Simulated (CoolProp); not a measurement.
Ethylene at several states: Z from the reference equation and from simpler models built on Tc = 282.4 K, pc = 5.042 MPa, ω = 0.087; each cubic takes its own stable root.

The numbers come from the reference Helmholtz-energy equation of state, Smukala 2000 in CoolProp.

```csv
T (K),p (MPa),phase,reference,van der Waals,Redlich-Kwong,Soave-Redlich-Kwong,Peng-Robinson
421,0.0151,gas,0.9997,0.9997,0.9997,0.9997,0.9997
447.8,2.42,gas,0.9667,0.9570,0.9625,0.9699,0.9597
221,0.02,gas,0.9972,0.9979,0.9973,0.9973,0.9971
389.5,5.07,supercritical,0.8802,0.8592,0.8725,0.8872,0.8640
203.7,0.0202,gas,0.9964,0.9974,0.9966,0.9965,0.9963
```
